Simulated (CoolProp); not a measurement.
Computed with CoolProp (reference Helmholtz-energy equation of state, Lemmon 2006). It is a short technical equation, of lower accuracy than the large ones.

For C2F6 (R116), give the phase and the cv (kJ/(kg K)), speed of sound (m/s), expansivity (1/kK), conductivity (mW/(m K)) at -93.95 °C and 0.188 MPa; -93.95 °C and 0.428 MPa.


- -93.95 °C and 0.188 MPa: liquid; cv 0.609, speed of sound 628, expansivity 2.49, conductivity 82.7
- -93.95 °C and 0.428 MPa: liquid; cv 0.610, speed of sound 629, expansivity 2.48, conductivity 82.8

Thermal conductivity comes from a separate model (Huber 2003), an estimate that may be off by 10 % or more.
